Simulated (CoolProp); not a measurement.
Vapour-liquid equilibrium of cyclopropane (1) + R134a (2) at 402 kPa; x and y are mole fractions of (1).

Values from CoolProp's multi-fluid Helmholtz-energy mixture model, Polt 1992 and Tillner-Roth 1994; pair parameters Bell 2016. This equation is an older, rougher fit; its heat capacities, sound speeds and derivatives of the liquid may be far off and weren't checked against measurements.

```json
[
 {"x": "0.05", "bubble temperature (°C)": "5.9", "y at the bubble point": "0.136", "dew temperature at overall composition x (°C)": "7.9", "liquid density (mol/L)": "12.56"},
 {"x": "0.2", "bubble temperature (°C)": "0.0", "y at the bubble point": "0.376", "dew temperature at overall composition x (°C)": "4.3", "liquid density (mol/L)": "12.98"},
 {"x": "0.35", "bubble temperature (°C)": "-2.5", "y at the bubble point": "___", "dew temperature at overall composition x (°C)": "0.6", "liquid density (mol/L)": "___"},
 {"x": "0.5", "bubble temperature (°C)": "-3.3", "y at the bubble point": "0.553", "dew temperature at overall composition x (°C)": "-2.7", "liquid density (mol/L)": "13.75"},
 {"x": "0.65", "bubble temperature (°C)": "-3.4", "y at the bubble point": "0.608", "dew temperature at overall composition x (°C)": "-2.9", "liquid density (mol/L)": "___"},
 {"x": "0.8", "bubble temperature (°C)": "___", "y at the bubble point": "0.687", "dew temperature at overall composition x (°C)": "0.0", "liquid density (mol/L)": "14.75"},
 {"x": "0.95", "bubble temperature (°C)": "1.7", "y at the bubble point": "___", "dew temperature at overall composition x (°C)": "3.6", "liquid density (mol/L)": "___"}
]
```

Problem. Some entries are withheld; supply them.

Solution. 
- 0.35, y at the bubble point: 0.488
- 0.35, liquid density (mol/L): 13.35
- 0.65, liquid density (mol/L): 14.21
- 0.8, bubble temperature (°C): -2.4
- 0.95, y at the bubble point: 0.872
- 0.95, liquid density (mol/L): 15.28

y crosses x between x = 0.5 and 0.65: the model has an azeotrope there.

Pair parameters are fitted to limited data, so mixtures are less certain than the pure fluids.
